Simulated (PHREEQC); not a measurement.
A solution holds 0.0016 mol/kgw KOH and 0.085 mol/kgw NaHCO3, at 25 °C. Closed to the air; pH follows from the charge balance.

Model: Pitzer model, pitzer.dat, run in PHREEQC.

This is a speciation only: nothing precipitates in the calculation.

Problem. What pH does the model give?

Solution. pH 8.32.

Problem. In which forms is C present?

Solution. HCO3- 96 %, CO3-2 2.8 %, CO2 0.9 % of the C.

Species that the database lacks are ignored.
